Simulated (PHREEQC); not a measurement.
0.039 g of hydrous ferric oxide (600 m²/g; 0.2 weak and 0.005 strong sites per Fe, Dzombak-Morel constants, diffuse double layer) in 1 kg of water with 0.001 mol/kgw of an inert sodium salt and 3.2e-06 mol/kgw ZnCl2 and 0.00023 mol/kgw H3BO3, at 25 °C; the pH is set by adding NaOH or the inert anion's acid. Oxygen alone is held at its pressure in air (log pO2 = -0.68). CO2 from the air is kept out. No solid was allowed to form.

The series has 17 steps of pH, from 3 to 11.

The numbers come from PHREEQC with the ion-association model, wateq4f.dat.

Question: Near which pH is half of the Zn sorbed, and on which side is more sorbed?

Answer: Near pH 6.7, with more sorbed at higher pH.

The oxide is taken as insoluble; below pH 4 it would dissolve.
